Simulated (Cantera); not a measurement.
A closed system holds: 1 mol B, 0.51 mol NH₃, 56 mol H₂, equilibrated at 750 Torr.

Equilibrium computed with Cantera from the NASA thermochemical tables; the gas is ideal and each condensed phase is pure. Candidate condensed phases: B, BN; 15 gas species. Mutual solubility and eutectic melting of coexisting phases are not modelled. Gases not in the tables: B₂H₆ and higher boranes. Rates play no part.

Q: Which condensed phases are stable at each of these points (T (K)): 2050, 2100, 2150, 2200, 2250, 2300, 2350?

A: 
```json
[
 {"T (K)": "2050", "condensed phases": "B(s) + BN(s)", "B condensed (%)": "96.3"},
 {"T (K)": "2100", "condensed phases": "B(s) + BN(s)", "B condensed (%)": "95.2"},
 {"T (K)": "2150", "condensed phases": "B(s) + BN(s)", "B condensed (%)": "93.8"},
 {"T (K)": "2200", "condensed phases": "B(s) + BN(s)", "B condensed (%)": "92.2"},
 {"T (K)": "2250", "condensed phases": "B(s) + BN(s)", "B condensed (%)": "90.2"},
 {"T (K)": "2300", "condensed phases": "B(s)", "B condensed (%)": "87.8"},
 {"T (K)": "2350", "condensed phases": "B(l)", "B condensed (%)": "84.9"}
]
```

From 2050 K to 2250 K the condensed part is B(s) + BN(s). At 2300 K the condensed part is B(s). At 2350 K the condensed part is B(l). The share of B in condensed phases is highest at 2050 K (96.3 %) and lowest at 2350 K (84.9 %).
